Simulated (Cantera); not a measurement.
## NO annealing gas

An isothermal, constant-pressure homogeneous reactor starts with NO : N₂ = 10 : 11 (molar parts), at 1975 K and 1.01 bar.

Computed with Cantera and GRI-Mech 3.0 (53 species, 325 reactions).

| t (s) | x NO | x N₂ | x O₂ | x O | x NO₂ | x N₂O |
|---|---|---|---|---|---|---|
| 2.00e-6 | 0.476 | 0.524 | 2.80e-10 | 4.26e-7 | 1.86e-8 | 4.43e-7 |
| 1.00e-5 | 0.476 | 0.524 | 6.40e-9 | 1.84e-6 | 4.08e-7 | 2.20e-6 |
| 5.03e-5 | 0.476 | 0.524 | 1.26e-7 | 5.72e-6 | 5.96e-6 | 1.06e-5 |
| 0.000252 | 0.476 | 0.524 | 3.58e-6 | 1.86e-5 | 4.58e-5 | 4.37e-5 |
| 0.00126 | 0.475 | 0.524 | 0.000155 | 4.99e-5 | 0.000153 | 9.88e-5 |
| 0.00633 | 0.473 | 0.525 | 0.00142 | 5.61e-5 | 0.000173 | 0.000105 |
| 0.0317 | 0.460 | 0.532 | 0.00775 | 7.11e-5 | 0.000219 | 9.84e-5 |
| 0.159 | 0.401 | 0.561 | 0.0374 | 0.000118 | 0.000326 | 7.31e-5 |
| 0.798 | 0.212 | 0.656 | 0.131 | 0.000203 | 0.000306 | 1.99e-5 |
| 4.00 | 0.0304 | 0.747 | 0.223 | 0.000260 | 5.67e-5 | 7.69e-7 |
x: mole fraction; the columns are a selection and need not sum to one.

Equilibrium at this temperature and pressure: NO 0.00743, N₂ 0.758, O₂ 0.234, O 0.000266, NO₂ 1.42e-5, N₂O 4.13e-7 (gas phase only).
